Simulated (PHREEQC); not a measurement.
Solution (93 °C): 0.0074 mol H3PO4, 5.2e-05 mol HCl and 0.01 mol H3AsO4 per kg of water. Closed to the air; pH follows from the charge balance.

All values are PHREEQC results (ion-association model, wateq4f.dat), not measurements.

```json
{
 "pH": "2.23",
 "ionic_strength": "0.00650 mol/kgw",
 "total_alkalinity": "-17.4 meq/kg"
}
```

| species | molality | activity | log γ |
|---|---|---|---|
| H+ | 0.00650 | 0.00596 | -0.038 |
| H3AsO4 | 0.00646 | 0.00647 | 0.001 |
| H3PO4 | 0.00449 | 0.00449 | 0.001 |
| H2AsO4- | 0.00354 | 0.00321 | -0.043 |
| H2PO4- | 0.00291 | 0.00265 | -0.041 |
| Cl- | 5.20e-5 | 4.71e-5 | -0.043 |
| HAsO4-2 | 7.03e-8 | 4.74e-8 | -0.171 |
| HPO4-2 | 5.53e-8 | 3.76e-8 | -0.167 |

This is a speciation only: nothing precipitates in the calculation. H3PO4, which wateq4f.dat lacks, is added to it with the constant of phreeqc.dat. Away from 25 °C the constants follow the database's enthalpies or fits; those with neither stay at their 25 °C values.
